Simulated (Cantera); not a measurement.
Feed: 1 mol C2F6, 0.16 mol H2, equilibrated at 823.15 K and 13.0 Pa.

Method: chemical equilibrium by Gibbs-energy minimisation in Cantera with the NASA 1993 tables (ideal gas, pure condensed phases). Candidate condensed phases: C, C6H6, C7H8, C8H18; 95 gas species. The feed counts by its element totals alone. Condensed phases not in the tables: fluorocarbon polymer. Gases not in the tables: C2F6 and larger saturated fluorocarbons. Equilibrium is a limit: real reactors are often held back by kinetics, nucleation or transport.

Base state: CF4 0.816, HF 0.184 (mole fractions); condensed: C(graphite).

Problem. What changes in the equilibrium state with this change: H2 from 0.16 to 0.23 mol?

Solution. 
```
species           before  after
----------------  ------  -----
CF4                0.816  0.751
HF                 0.184  0.249
C(graphite), mol   0.580  0.615
```
